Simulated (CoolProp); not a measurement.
Vapour-liquid equilibrium of dimethyl ether (1) + methanol (2) at 234.3 K; x and y are mole fractions of (1).

Computed with CoolProp (multi-fluid Helmholtz-energy mixture model, Wu 2011 and de Reuck 1993; pair parameters Bell 2016).

```
x      bubble pressure (MPa)  y at the bubble point  dew pressure at overall composition x (MPa)  liquid density (mol/L)
-----  ---------------------  ---------------------  -------------------------------------------  ----------------------
0.05                0.007038             (withheld)                                    0.0002343                   25.76
0.125                0.01560             (withheld)                                    0.0002543                   24.80
0.2                  0.02235             (withheld)                                    0.0002781                   23.89
0.275                0.02755                  0.993                                    0.0003067                   23.03
0.35                 0.03150                  0.994                                    0.0003420                   22.20
0.425                0.03452                  0.994                                    0.0003865                   21.42
0.5               (withheld)                  0.995                                    0.0004443                   20.67
0.575             (withheld)                  0.995                                    0.0005224                   19.95
0.65              (withheld)                  0.995                                    0.0006339                   19.26
0.725                0.04257                  0.996                                    0.0008060                   18.59
0.8                  0.04466                  0.996                                   (withheld)                   17.96
0.875                0.04715                  0.997                                     0.001764                   17.34
0.95                 0.05020                  0.999                                     0.004347                   16.75
```

Task: What belongs in the gaps?

Result: 
- 0.05, y at the bubble point: 0.970
- 0.125, y at the bubble point: 0.987
- 0.2, y at the bubble point: 0.991
- 0.5, bubble pressure (MPa): 0.03689
- 0.575, bubble pressure (MPa): 0.03887
- 0.65, bubble pressure (MPa): 0.04070
- 0.8, dew pressure at overall composition x (MPa): 0.001106

No azeotrope shows between x = 0.05 and 0.95.

Pair parameters are fitted to limited data, so mixtures are less certain than the pure fluids. With so large a gap from Raoult's law the liquid may split in two, which this calculation doesn't test in full.
